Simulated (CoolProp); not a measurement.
A closed Brayton cycle with nitrogen: compressor inlet 326.15 K and 3 MPa, high pressure 7.92 MPa, turbine inlet 915 K, compressor efficiency 0.89, turbine efficiency 0.93, recuperator effectiveness 0.8 (on enthalpy, no pinch check). Each further row changes one setting.

The numbers come from the reference Helmholtz-energy equation of state, Span 2000 in CoolProp.

| case | thermal efficiency (%) | net work (kJ/kg) | compressor to turbine work | compressor exit (K) | turbine exit (K) |
|---|---|---|---|---|---|
| as stated | ? | 97.0 | 0.56 | 444.3 | 722.6 |
| turbine inlet 865 K | 32.3 | 84.8 | 0.59 | 444.3 | 681.5 |
| compressor inlet 336.15 K | ? | ? | 0.58 | 457.8 | 722.6 |
| high pressure 6.73 MPa | 33.3 | ? | 0.54 | 422.2 | ? |
| recuperator effectiveness 0.5 | 25.9 | 97.0 | 0.56 | 444.3 | 722.6 |

Complete the blanks.


- as stated, thermal efficiency (%): 34.2
- compressor inlet 336.15 K, thermal efficiency (%): 33.2
- compressor inlet 336.15 K, net work (kJ/kg): 93.1
- high pressure 6.73 MPa, net work (kJ/kg): 87.0
- high pressure 6.73 MPa, turbine exit (K): 752.0
